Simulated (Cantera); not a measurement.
A perfectly stirred reactor is fed with 87.7 % NH3, 12.3 % H2, at 101000 Pa; it is held at 2373 K, and followed from long to short residence time.

Computed with Cantera and the gas-phase N/H chemistry of the illustrative SiF4/NH3 mechanism in the Surface Chemkin manual (1991). Walls and surfaces, which speed up NH3 decomposition in real reactors, are not modelled.

Question: Predict: x(NH3) at τ = 0.840 s; x(H2) at τ = 0.840 s; x(H) at τ = 0.840 s; x(N2) at τ = 0.840 s; x(N2H2) at τ = 0.840 s; x(NH3) at τ = 73.0 ms; x(H2) at τ = 73.0 ms; x(H) at τ = 73.0 ms; x(N2) at τ = 73.0 ms; x(N2H2) at τ = 73.0 ms.

Answer: 
```json
{
  "x(NH3) at τ = 0.840 s": "0.000835",
  "x(H2) at τ = 0.840 s": "0.756",
  "x(H) at τ = 0.840 s": "0.0115",
  "x(N2) at τ = 0.840 s": "0.232",
  "x(N2H2) at τ = 0.840 s": "8.56e-9",
  "x(NH3) at τ = 73.0 ms": "0.00680",
  "x(H2) at τ = 73.0 ms": "0.755",
  "x(H) at τ = 73.0 ms": "0.00696",
  "x(N2) at τ = 73.0 ms": "0.231",
  "x(N2H2) at τ = 73.0 ms": "1.37e-7"
}
```
